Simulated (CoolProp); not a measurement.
Vapour-liquid equilibrium of carbon dioxide (1) + CHF3 (R23) (2) at 237.6 K; x and y are mole fractions of (1).

Computed with CoolProp (multi-fluid Helmholtz-energy mixture model, Span 1996 and Penoncello 2003; pair parameters Bell 2016).

| x | bubble pressure (kPa) | y at the bubble point | dew pressure at overall composition x (kPa) | liquid density (mol/L) |
|---|---|---|---|---|
| 0.05 | 855.3 | 0.072 | 847.5 | 18.08 |
| 0.2 | ___ | 0.267 | 901.7 | 18.87 |
| 0.35 | 993.9 | 0.433 | 960.2 | 19.75 |
| 0.5 | ___ | 0.577 | 1021 | 20.73 |
| 0.65 | 1103 | ___ | 1082 | 21.82 |
| 0.8 | ___ | 0.829 | 1134 | 23.05 |
| 0.95 | 1172 | 0.955 | ___ | 24.46 |

### Question
Some entries are withheld; supply them.

### Answer

- 0.2, bubble pressure (kPa): 927.3
- 0.5, bubble pressure (kPa): 1053
- 0.65, y at the bubble point: 0.706
- 0.8, bubble pressure (kPa): 1143
- 0.95, dew pressure at overall composition x (kPa): 1171

No azeotrope shows between x = 0.05 and 0.95.

Pair parameters are fitted to limited data, so mixtures are less certain than the pure fluids.
